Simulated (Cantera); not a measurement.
A closed system holds: 1 mol B2H6, 25 mol NH3, held at 0.0710 bar.

Equilibrium computed with Cantera from the NASA thermochemical tables; the gas is ideal and each condensed phase is pure. Candidate condensed phases: B, BN; 15 gas species. The feed counts by its element totals alone. Kinetics and transport are ignored. All values below are at 1450 °C.

Base state: H2 0.778, N2 0.221, H 0.000604 (mole fractions); condensed: BN(s).

Problem. What changes in the equilibrium state with this change: pressure from 0.0710 bar to 0.00133 bar?

Solution. 
```csv
species,before,after
H2,0.778,0.775
N2,0.221,0.221
H,0.000604,0.00440
"BN(s), mol",2.00,2.00
```
